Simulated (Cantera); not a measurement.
Feed: 1 mol Si3N4, 1.3 mol F2, 21 mol H2, 24 mol H2O, held at 848 K and 0.100 bar.

Method: chemical equilibrium by Gibbs-energy minimisation in Cantera with the NASA 1993 tables (ideal gas, pure condensed phases). Candidate condensed phases: H2O, Si, SiO2, Si2N2O, Si3N4; 58 gas species. Rates play no part.

Base state: H2 0.532, H2O 0.373, HF 0.0528, N2 0.0414, SiF4 0.000259, NH3 1.49e-5 (mole fractions); condensed: SiO2(β-quartz).

What changes in the equilibrium state with this change: H2O from 24 to 0.23 mol?


| species | before | after |
|---|---|---|
| H2 | 0.532 | 0.948 |
| SiF4 | 0.000259 | 0.0290 |
| N2 | 0.0414 | 0.0228 |
| H2O | 0.373 | <1e-9 |
| HF | 0.0528 | 8.11e-5 |
| SiHF3 | <1e-9 | 3.84e-5 |
| NH3 | 1.49e-5 | 2.63e-5 |
| SiO2(β-quartz), mol | 2.99 | 0 |
| Si2N2O(s), mol | 0 | 0.230 |
| Si3N4(s), mol | 0 | 0.630 |
